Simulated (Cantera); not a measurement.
# Equilibrium for calcination and drying: MgSO4 + CO2

Feed: 1 mol MgSO4, 0.045 mol CO2, equilibrated at 13.3 mbar.

Equilibrium computed with Cantera from the NASA thermochemical tables; the gas is ideal and each condensed phase is pure. Candidate condensed phases: C, Mg, MgCO3, MgO, MgS, MgSO4, S; 26 gas species. Kinetics and transport are ignored.

From 700 K to 850 K the condensed part is MgSO4(s). At 1000 K the condensed part is MgO(s) + MgSO4(s). From 1150 K to 1600 K the condensed part is MgO(s).

```csv
T (K),x CO2,x SO2,x O2,x SO3,x O,n MgSO4(s),n MgO(s)
700,1.00,4.12e-8,2.06e-8,1.95e-10,<1e-12,1.00,0
850,1.000,9.06e-5,4.53e-5,1.02e-6,<1e-12,1.000,0
1000,0.971,0.0189,0.00944,0.000382,1.32e-10,0.999,0.000892
1150,0.0294,0.636,0.318,0.0163,4.06e-8,0,1.00
1300,0.0292,0.644,0.322,0.00515,8.69e-7,0,1.00
1450,0.0292,0.646,0.323,0.00206,9.88e-6,0,1.00
1600,0.0291,0.647,0.323,0.000984,7.14e-5,0,1.00
```
x: gas mole fraction; n: condensed amount in mol.
